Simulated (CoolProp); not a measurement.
Properties of the fluoroketone C6F12O (FK-5-1-12) along the isobar 6.31 bar (Tc = 441.8 K, pc = 18.69 bar, ω = 0.471).

Computed with CoolProp (reference Helmholtz-energy equation of state, McLinden 2015).

```tsv
T (K)	phase	Z	cv (kJ/(kg K))
273.6	liquid	0.05230	0.8763
292.5	liquid	0.05056	…
311.4	liquid	…	0.8938
330.2	liquid	0.04829	0.9075
349.1	liquid	0.04778	0.9242
367.9	liquid	0.04778	0.9434
386.8	liquid	0.04854	…
405.7	gas	…	…
424.5	gas	…	0.9763
443.4	gas	0.8743	0.9922
462.3	gas	0.8948	1.009
481.1	gas	…	1.027
500	gas	0.9243	…
```

Task: Complete the blanks.

Result: 
- 292.5, cv (kJ/(kg K)): 0.8832
- 311.4, Z: 0.04922
- 386.8, cv (kJ/(kg K)): 0.9655
- 405.7, Z: 0.8120
- 405.7, cv (kJ/(kg K)): 0.9617
- 424.5, Z: 0.8477
- 481.1, Z: 0.9110
- 500, cv (kJ/(kg K)): 1.045
